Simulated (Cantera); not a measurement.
Input: 1 mol MgCl2, 2.9 mol HCl, 0.69 mol N2, at 948 K and 690 Pa.

Cantera equilibrium calculation (NASA polynomials, part measured and part estimated; ideal gas, pure solids and liquids). Candidate condensed phases: Mg, MgCl2, NH4Cl; 18 gas species. The numbers say what is thermodynamically allowed, not how fast it happens.

What is the equilibrium state?


```
Quantity                             Result
--------------------------------  ---------
x(HCl)                                0.803
x(N2)                                 0.191
x(MgCl2)                            0.00622
x(H2)                               3.12e-6
x(Cl)                               2.73e-6
x(Cl2)                              1.76e-6
n(MgCl2(s))                       0.978 mol
gas amount                        3.612 mol
log10 activity of Mg(l) (absent)     -19.11
```
